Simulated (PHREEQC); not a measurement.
Make-up at 25 °C and 300 atm: 2.4 mol LiCl, 0.039 mol K2SO4 and 0.26 mol MgCl2 per kg of water. Closed to the air; pH follows from the charge balance.

Model: Pitzer model, pitzer.dat, run in PHREEQC.

Each row changes one thing in this solution. This is a speciation only: nothing precipitates in the calculation.

```
case                               MgOH+ (mol/kgw)  HSO4- (mol/kgw)  SI of Sylvite (KCl)  SI of Epsomite (MgSO4:7H2O)
---------------------------------  ---------------  ---------------  -------------------  ---------------------------
as made                                    4.00e-7          1.78e-7                -1.79                        -2.29
MgCl2 from 0.26 to 0.52 mol/kgw            6.37e-7          2.29e-7                    …                        -2.02
LiCl from 2.4 to 2.16 mol/kgw              3.82e-7          1.63e-7                    …                        -2.28
MgCl2 from 0.26 to 0.39 mol/kgw            5.24e-7          2.05e-7                -1.73                        -2.13
K2SO4 from 0.039 to 0.078 mol/kgw          4.74e-7                …                -1.49                        -2.01
diluted 2-fold with water                  1.94e-7          5.93e-8                    …                        -2.74
MgCl2 from 0.26 to 0.052 mol/kgw           1.26e-7          1.18e-7                -1.89                            …
```

Problem. Some entries are withheld; supply them.

Solution. 
- MgCl2 from 0.26 to 0.52 mol/kgw, SI of Sylvite (KCl): -1.67
- LiCl from 2.4 to 2.16 mol/kgw, SI of Sylvite (KCl): -1.85
- K2SO4 from 0.039 to 0.078 mol/kgw, HSO4- (mol/kgw): 3.04e-7
- diluted 2-fold with water, SI of Sylvite (KCl): -2.52
- MgCl2 from 0.26 to 0.052 mol/kgw, SI of Epsomite (MgSO4:7H2O): -2.94

Under pressure, the constants of complexes without a molar volume in the database are unreliable.
